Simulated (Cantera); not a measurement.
What does this Cantera script print?

```python
import numpy as np
import cantera as ct

gas = ct.Solution("gri30.yaml")
gas.TPX = 650, 500000, {'CH4': 1, 'O2': 2.04, 'N2': 7.67}
flame = ct.FreeFlame(gas, width=0.013)
flame.set_refine_criteria(ratio=3, slope=0.08, curve=0.16)
flame.transport_model = "mixture-averaged"
flame.solve(loglevel=0, auto=True)
z, T = flame.grid, flame.T
thick = (T[-1] - T[0]) / np.gradient(T, z).max()
show = ['CH4', 'O2', 'C2H6', 'H2', 'C2H4', 'CH2']
print(f"laminar burning velocity  {flame.velocity[0] * 100:.3f} cm/s")
print(f"burnt temperature         {T[-1]:.1f} K")
print(f"thermal thickness         {thick * 1e3:.4f} mm")
print(f"grid points               {len(z)}")
z0 = z[flame.heat_release_rate.argmax()]
print(f"{'z/mm':>9s}{'T/K':>9s}{'u/(m/s)':>9s}" + "".join(f"{s:>11s}" for s in show))
rows = []
for k in (-3, -2, -1.5, -1, -0.5, -0.25, 0, 0.25, 0.5, 1, 2, 4, 8):
    zz = z0 + k * thick
    rows.append([k * thick, np.interp(zz, z, T), np.interp(zz, z, flame.velocity),
                 *(np.interp(zz, z, flame.X[gas.species_index(s)]) for s in show)])
    print(f"{rows[-1][0] * 1e3:9.3f}{rows[-1][1]:9.1f}{rows[-1][2]:9.3f}" + "".join(f"{x:11.3e}" for x in rows[-1][3:]))
```

Result:

```
laminar burning velocity  88.162 cm/s
burnt temperature         2438.8 K
thermal thickness         0.0941 mm
grid points               140
     z/mm      T/K  u/(m/s)        CH4         O2       C2H6         H2       C2H4        CH2
   -0.282    650.4    0.883  9.323e-02  1.903e-01  6.479e-08  9.962e-04  5.474e-08  4.964e-18
   -0.188    654.5    0.890  9.272e-02  1.897e-01  1.324e-06  2.627e-03  9.628e-07  6.188e-15
   -0.141    665.9    0.907  9.166e-02  1.885e-01  6.497e-06  4.352e-03  4.366e-06  1.912e-13
   -0.094    740.2    1.014  8.610e-02  1.823e-01  6.978e-05  7.640e-03  4.035e-05  5.288e-11
   -0.047   1130.7    1.568  5.964e-02  1.470e-01  6.707e-04  1.281e-02  3.711e-04  7.998e-08
   -0.024   1537.6    2.149  3.185e-02  1.052e-01  8.247e-04  1.547e-02  7.252e-04  5.013e-06
    0.000   1931.4    2.712  6.698e-03  5.782e-02  8.179e-05  1.538e-02  3.506e-04  5.260e-05
    0.024   2103.1    2.944  3.499e-04  3.205e-02  2.190e-07  1.161e-02  1.121e-05  1.440e-05
    0.047   2170.1    3.023  9.021e-06  2.366e-02  1.354e-10  9.697e-03  8.422e-08  5.652e-07
    0.094   2249.9    3.116  1.184e-08  1.852e-02  5.665e-16  8.480e-03  1.482e-11  9.861e-10
    0.188   2330.1    3.212  4.700e-13  1.482e-02  1.864e-22  6.786e-03  3.900e-17  1.269e-13
    0.376   2392.0    3.285  7.018e-16  1.195e-02  7.469e-28  5.107e-03  1.587e-23  8.219e-16
    0.753   2426.7    3.325  2.994e-16  1.019e-02  1.718e-28  4.084e-03  6.239e-25  2.101e-16
```

Cantera simulation using GRI-Mech 3.0 (53 species, 325 reactions); the numbers are that mechanism's predictions, not measurements. Burning velocities carry a grid error of a few per cent, more on coarse grids.
